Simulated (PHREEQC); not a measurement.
Make-up at 25 °C: 190 mmol/kgw HNO3, 0.33 mmol/kgw H4SiO4 and 91 mmol/kgw CuSO4. Closed to the air; pH follows from the charge balance.

Model: ion-association model, phreeqc.dat, run in PHREEQC.

```json
{
 "pH": "0.99",
 "ionic_strength": "0.377 mol/kgw",
 "activity_of_water": "0.992",
 "specific_conductance": "52500 µS/cm",
 "density": "1.017 g/cm³",
 "total_alkalinity": "-190 meq/kg"
}
```

```json
[
 {"species": "NO3-", "molality": "0.190", "activity": "0.121", "log γ": "-0.195"},
 {"species": "H+", "molality": "0.133", "activity": "0.103", "log γ": "-0.111"},
 {"species": "Cu+2", "molality": "0.0751", "activity": "0.0204", "log γ": "-0.567"},
 {"species": "HSO4-", "molality": "0.0570", "activity": "0.0416", "log γ": "-0.136"},
 {"species": "SO4-2", "molality": "0.0181", "activity": "0.00416", "log γ": "-0.639"},
 {"species": "CuSO4", "molality": "0.0159", "activity": "0.0173", "log γ": "0.038"},
 {"species": "H4SiO4", "molality": "0.000330", "activity": "0.000360", "log γ": "0.038"},
 {"species": "CuOH+", "molality": "2.93e-9", "activity": "1.96e-9", "log γ": "-0.173"}
]
```

This is a speciation only: nothing precipitates in the calculation. The solution is supersaturated, for example in Quartz (slow to form), Chalcedony (slow to form), so a real one may precipitate; this is no full list.
